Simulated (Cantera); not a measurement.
A closed system holds: 1 mol Cu2O, 12 mol H2, 0.075 mol H2O, held at 1323 K and 0.100 bar.

Method: chemical equilibrium by Gibbs-energy minimisation in Cantera with the NASA 1993 tables (ideal gas, pure condensed phases). Candidate condensed phases: Cu, CuO, Cu(OH)2, Cu2O, H2O; 12 gas species. Equilibrium is a limit: real reactors are often held back by kinetics, nucleation or transport.

Base state: H2 0.911, H2O 0.0890 (mole fractions); condensed: Cu(s).

### Question
What changes in the equilibrium state with this change: Cu2O replaced by FeS2?

### Answer
| species | before | after |
|---|---|---|
| H2 | 0.911 | 0.912 |
| H2S | 0 | 0.0808 |
| H2O | 0.0890 | 0.00621 |
| S2 | 0 | 0.000852 |
| SH | 0 | 0.000204 |
| Cu(s), mol | 2.00 | 0 |
| FeS(s), mol | 0 | 1.00 |
FeS: taken at fixed stoichiometry. Further candidate phases: Fe, FeO, Fe(OH)2, Fe(OH)3, FeS, FeSO4, FeS2, Fe2O3, Fe2(SO4)3, Fe3O4, H2SO4, S.

### Question
What changes in the equilibrium state with this change: temperature from 1323 K to 1673.15 K?

### Answer
```json
[
 {"species": "H2", "before": "0.911", "after": "0.910"},
 {"species": "H2O", "before": "0.0890", "after": "0.0889"},
 {"species": "Cu", "before": "2.68e-6", "after": "0.00111"},
 {"species": "H", "before": "4.79e-6", "after": "0.000344"},
 {"species": "Cu(s), mol", "before": "2.00", "after": "0"},
 {"species": "Cu(l), mol", "before": "0", "after": "1.99"}
]
```
